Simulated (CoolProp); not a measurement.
A single-stage vapour-compression cycle with R141b: evaporating at 280.15 K (dew point), condensing at 306.15 K (bubble point), superheat 10 K, subcooling 5 K, compressor efficiency 0.65, no pressure losses. Each further row changes one setting.

Model: reference Helmholtz-energy equation of state, Lemmon 2006, in CoolProp. It is a short technical equation, of lower accuracy than the large ones.

```tsv
case	cooling COP	pressure ratio	discharge temperature (K)	refrigerating effect (kJ/kg)	volumetric capacity (kJ/m³)
as stated	6.66	2.74	333.7	218	412
evaporating temperature 285.15 K	…	2.22	329.8	221	…
condensing temperature 301.15 K	…	2.29	325.9	224	423
subcooling 10 K	…	2.74	333.7	224	423
superheat 20 K	…	2.74	344.3	226	411
compressor efficiency 0.55	5.63	2.74	340.9	218	412
```

What belongs in the gaps?


- evaporating temperature 285.15 K, cooling COP: 8.51
- evaporating temperature 285.15 K, volumetric capacity (kJ/m³): 509
- condensing temperature 301.15 K, cooling COP: 8.36
- subcooling 10 K, cooling COP: 6.83
- superheat 20 K, cooling COP: 6.65
